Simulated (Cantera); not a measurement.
Input: 1 mol MgCO₃, 1.2 mol SO₃, 6.5 mol CO₂, held at 1200 °C and 38.0 mbar.

Equilibrium computed with Cantera from the NASA thermochemical tables; the gas is ideal and each condensed phase is pure. Candidate condensed phases: C, Mg, MgCO₃, MgO, MgS, MgSO₄, S; 26 gas species. The numbers say what is thermodynamically allowed, not how fast it happens.

Base state: CO₂ 0.806, SO₂ 0.129, O₂ 0.0644, SO₃ 0.000274, CO 5.28e-5 (mole fractions); condensed: MgO(s).

Problem. What changes in the equilibrium state with this change: SO₃ from 1.2 to 0.067 mol?

Solution. 
```csv
species,before,after
CO₂,0.806,0.986
SO₂,0.129,0.00881
O₂,0.0644,0.00453
SO₃,0.000274,4.97e-6
CO,5.28e-5,0.000244
"MgO(s), mol",1.00,1.00
```

Problem. What changes in the equilibrium state with this change: temperature from 1200 °C to 352 °C?

Solution. 
| species | before | after |
|---|---|---|
| CO₂ | 0.806 | 0.973 |
| SO₃ | 0.000274 | 0.0241 |
| SO₂ | 0.129 | 0.00185 |
| O₂ | 0.0644 | 0.000925 |
| CO | 5.28e-5 | <1e-9 |
| MgO(s), mol | 1.00 | 0 |
| MgSO₄(s), mol | 0 | 1.00 |
